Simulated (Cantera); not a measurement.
A closed system holds: 1 mol CO, 0.35 mol H2, equilibrated at 2225 °C and 7.50 Torr.

Method: chemical equilibrium by Gibbs-energy minimisation in Cantera with the NASA 1993 tables (ideal gas, pure condensed phases). Candidate condensed phases: C, C6H6, C7H8, C8H18, H2O; 110 gas species. Kinetics and transport are ignored.

Base state: CO 0.700, H2 0.191, H 0.109 (mole fractions); condensed: gas only.

What changes in the equilibrium state with this change: temperature from 2225 °C to 1925 °C?


```tsv
species	before	after
CO	0.700	0.731
H2	0.191	0.242
H	0.109	0.0274
```
